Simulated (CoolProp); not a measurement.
Dimethyl carbonate along the isobar 16.2 MPa: density (kg/m³) from the reference equation and from simpler models built on Tc = 283.9 °C, pc = 4.909 MPa, ω = 0.346; each cubic takes its own stable root.

The numbers come from the reference Helmholtz-energy equation of state, Zhou 2011 in CoolProp.

| T (°C) | phase | reference |
|---|---|---|
| 219.75 | liquid | 815.8 |
| 235.05 | liquid | 791.1 |
| 250.35 | liquid | 765.2 |
| 265.65 | liquid | 737.7 |
| 280.95 | liquid | 708.2 |
| 296.25 | supercritical | 676.2 |
| 311.55 | supercritical | 641.4 |
| 326.85 | supercritical | 603.8 |

Task: How far does each simpler model (Redlich-Kwong, Soave-Redlich-Kwong, Peng-Robinson) lie from the reference over these 8 states: mean and median of the absolute difference, and the worst?

Result: 
- Redlich-Kwong: mean 11.5 %, median 12.1 %, worst -12.7 % at 219.75 °C and 16.2 MPa
- Soave-Redlich-Kwong: mean 11.4 %, median 11.5 %, worst -12.2 % at 311.55 °C and 16.2 MPa
- Peng-Robinson: mean 1.6 %, median 1.3 %, worst -3.3 % at 326.85 °C and 16.2 MPa
